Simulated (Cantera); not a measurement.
A closed system holds: 1 mol Si, 5.1 mol H₂, equilibrated at 1.00 bar.

Cantera equilibrium calculation (NASA polynomials, part measured and part estimated; ideal gas, pure solids and liquids). Candidate condensed phases: Si; 9 gas species. Gases not in the tables: Si₂H₆ and higher silanes. Kinetics and transport are ignored.

Task: Which condensed phases are stable at each of these points (T (K)): 523, 723, 923, 1123, 1323, 1523, 1723?

Result: 
| T (K) | condensed phases | Si condensed (%) |
|---|---|---|
| 523 | Si(s) | 100.0 |
| 723 | Si(s) | 100.0 |
| 923 | Si(s) | 100.0 |
| 1123 | Si(s) | 100.0 |
| 1323 | Si(s) | 100.0 |
| 1523 | Si(s) | 100.0 |
| 1723 | Si(l) | 100.0 |

From 523 K to 1523 K the condensed part is Si(s). At 1723 K the condensed part is Si(l).
